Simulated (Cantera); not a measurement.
Input: 1 mol NaCl, 26 mol H2, 0.99 mol N2, at 1400 K and 2.40 mbar.

These are equilibrium values from Cantera (NASA tables, ideal gas, pure condensed phases), not measurements of a reactor. Candidate condensed phases: NH4Cl, Na, NaCl; 17 gas species. Rates play no part.

Base state: H2 0.926, N2 0.0353, NaCl 0.0331, HCl 0.00256, Na 0.00255, H 9.56e-5, Na2Cl2 1.93e-5 (mole fractions); condensed: gas only.

Question: What changes in the equilibrium state with this change: temperature from 1400 K to 950 K?

Answer: 
```tsv
species	before	after
H2	0.926	0.955
N2	0.0353	0.0364
NaCl	0.0331	0.00648
HCl	0.00256	2.13e-5
H	9.56e-5	1.11e-8
Na	0.00255	2.13e-5
Na2Cl2	1.93e-5	0.00226
NaCl(s), mol	0	0.700
```

Question: What changes in the equilibrium state with this change: temperature from 1400 K to 1850 K?

Answer: 
| species | before | after |
|---|---|---|
| H2 | 0.926 | 0.904 |
| N2 | 0.0353 | 0.0349 |
| NaCl | 0.0331 | 0.0200 |
| Na | 0.00255 | 0.0153 |
| H | 9.56e-5 | 0.0105 |
| HCl | 0.00256 | 0.0152 |
| Cl | 2.17e-7 | 0.000133 |
| Na2Cl2 | 1.93e-5 | 1.21e-7 |

Question: What changes in the equilibrium state with this change: temperature from 1400 K to 1275 K?

Answer: 
| species | before | after |
|---|---|---|
| H2 | 0.926 | 0.928 |
| N2 | 0.0353 | 0.0354 |
| NaCl | 0.0331 | 0.0344 |
| HCl | 0.00256 | 0.00114 |
| Na | 0.00255 | 0.00114 |
| H | 9.56e-5 | 1.45e-5 |
| Na2Cl2 | 1.93e-5 | 0.000108 |
